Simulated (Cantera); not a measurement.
What does this Cantera script print?

```python
import numpy as np
import cantera as ct

gas_names = [...]  # 121 gases of nasa_gas.yaml made of Al, C, H, O
cond_names = """
    AL(cr) AL(L) AL2O3(a) AL2O3(L) C(gr) C6H6(L) C7H8(L) C8H18(L),n-octa H2O(s) H2O(L)
""".split()


# ... load() reads the species with a 1 bar reference pressure and builds the phases ...
atoms = {
    'Al(CH3)3': {'AL': 1, 'C': 3, 'H': 9},
    'H2O': {'H': 2, 'O': 1},
    'H2': {'H': 2},
}
top_T = {'C(gr)': 4500}  # K; cautious upper limits of use, not melting points


# ... equilibrate(T, P, feed) seeds the gas with the atoms and calls Mixture.equilibrate('TP', solver="vcs", rtol=1e-11, max_steps=5000) ...
results = []
feed = {'Al(CH3)3': 1, 'H2O': 49, 'H2': 8}  # mol
P = 590  # Pa
for T in [623, 823, 1023, 1223, 1423, 1623, 1823, 2023, 2223]:
    mix = equilibrate(T, P, feed)
    results.append((T, P, feed, dict(zip(mix.species_names, mix.species_moles))))

top = {s: max(r[3][s] / sum(r[3][g] for g in gas_names) for r in results) for s in gas_names}
cols = sorted((s for s in top if top[s] > 0.0001), key=lambda s: -top[s])[:8]
seen = [c for c in cond_names if any(r[3].get(c, 0) > 1e-12 for r in results)]
print("log10 of partial pressures in bar; condensed amounts in mol")
print(f"{'T/K':>10s}" + "".join(f"{s[:9]:>10s}" for s in cols + seen))
for T, P, feed, n in results:
    ng = sum(n[g] for g in gas_names)
    print(f"{T:10.4g}" + "".join(f"{np.log10(max(n[s] / ng * P / 1e5, 1e-99)):10.3f}" for s in cols)
          + "".join(f"{n.get(c, 0):10.4g}" for c in seen))
```

Result:

```
log10 of partial pressures in bar; condensed amounts in mol
       T/K       H2O        H2       CO2         H        CO        OH        O2         O  AL2O3(a)
       623    -2.419    -2.742    -3.576   -16.999    -5.226   -21.363   -35.038   -35.283       0.5
       823    -2.417    -2.745    -3.615   -12.507    -4.501   -15.556   -25.015   -25.146       0.5
      1023    -2.413    -2.755    -3.691    -9.760    -4.150   -11.998   -18.850   -18.932       0.5
      1223    -2.409    -2.764    -3.778    -7.904    -3.969    -9.594   -14.673   -14.730       0.5
      1423    -2.405    -2.771    -3.857    -6.563    -3.868    -7.861   -11.657   -11.699       0.5
      1623    -2.403    -2.777    -3.926    -5.549    -3.808    -6.553    -9.378    -9.410       0.5
      1823    -2.403    -2.783    -3.982    -4.755    -3.770    -5.532    -7.594    -7.618       0.5
      2023    -2.407    -2.793    -4.030    -4.118    -3.748    -4.714    -6.157    -6.177    0.4999
      2223    -2.427    -2.813    -4.081    -3.600    -3.738    -4.054    -4.990    -5.000     0.498
```

Equilibrium computed with Cantera from the NASA thermochemical tables; the gas is ideal and each condensed phase is pure. The feed counts by its element totals alone.
